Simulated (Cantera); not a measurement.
A Cantera script and its output.

```python
import numpy as np
import cantera as ct

gas = ct.Solution("gri30.yaml")
gas.TPX = 450, 100000, {'CO': 1, 'H2': 0.18, 'O2': 0.686, 'N2': 2.26}
flame = ct.FreeFlame(gas, width=0.04)
flame.set_refine_criteria(ratio=3, slope=0.08, curve=0.16)
flame.transport_model = "mixture-averaged"
flame.solve(loglevel=0, auto=True)
z, T = flame.grid, flame.T
thick = (T[-1] - T[0]) / np.gradient(T, z).max()
show = ['CO', 'H2', 'O2', 'H', 'CO2', 'H2O2']
print(f"laminar burning velocity  {flame.velocity[0] * 100:.3f} cm/s")
print(f"burnt temperature         {T[-1]:.1f} K")
print(f"thermal thickness         {thick * 1e3:.4f} mm")
print(f"grid points               {len(z)}")
z0 = z[flame.heat_release_rate.argmax()]
print(f"{'z/mm':>9s}{'T/K':>9s}{'u/(m/s)':>9s}" + "".join(f"{s:>11s}" for s in show))
rows = []
for k in (-3, -2, -1.5, -1, -0.5, -0.25, 0, 0.25, 0.5, 1, 2, 4, 8):
    zz = z0 + k * thick
    rows.append([k * thick, np.interp(zz, z, T), np.interp(zz, z, flame.velocity),
                 *(np.interp(zz, z, flame.X[gas.species_index(s)]) for s in show)])
    print(f"{rows[-1][0] * 1e3:9.3f}{rows[-1][1]:9.1f}{rows[-1][2]:9.3f}" + "".join(f"{x:11.3e}" for x in rows[-1][3:]))
```

It prints:

```
laminar burning velocity  115.042 cm/s
burnt temperature         2435.5 K
thermal thickness         0.6551 mm
grid points               129
     z/mm      T/K  u/(m/s)         CO         H2         O2          H        CO2       H2O2
   -1.965    450.0    1.150  2.424e-01  4.362e-02  1.663e-01  5.855e-17  3.570e-11  1.403e-11
   -1.310    450.0    1.150  2.424e-01  4.356e-02  1.663e-01  2.993e-15  1.181e-09  3.587e-10
   -0.983    450.0    1.150  2.424e-01  4.334e-02  1.663e-01  1.046e-13  3.646e-08  7.695e-09
   -0.655    450.2    1.150  2.426e-01  4.254e-02  1.664e-01  3.003e-12  7.985e-07  1.211e-07
   -0.328    462.8    1.177  2.435e-01  3.774e-02  1.670e-01  5.166e-08  1.551e-04  1.005e-05
   -0.164    649.3    1.635  2.368e-01  2.835e-02  1.619e-01  2.520e-04  7.474e-03  5.580e-05
    0.000   1123.2    2.774  2.005e-01  1.317e-02  1.346e-01  4.965e-03  4.612e-02  6.805e-06
    0.164   1467.6    3.544  1.472e-01  4.249e-03  9.673e-02  1.042e-02  1.060e-01  1.248e-06
    0.328   1661.7    3.939  1.108e-01  3.334e-03  7.672e-02  1.178e-02  1.487e-01  5.562e-07
    0.655   1857.1    4.328  8.527e-02  3.422e-03  6.455e-02  9.583e-03  1.799e-01  2.546e-07
    1.310   2027.7    4.671  7.343e-02  2.888e-03  5.919e-02  5.592e-03  1.951e-01  1.304e-07
    2.620   2172.5    4.953  6.146e-02  2.216e-03  5.411e-02  3.024e-03  2.099e-01  7.713e-08
    5.240   2291.8    5.178  4.929e-02  1.643e-03  4.891e-02  1.624e-03  2.247e-01  5.434e-08
```

Model: GRI-Mech 3.0 (53 species, 325 reactions), integrated in Cantera. Burning velocities carry a grid error of a few per cent, more on coarse grids.
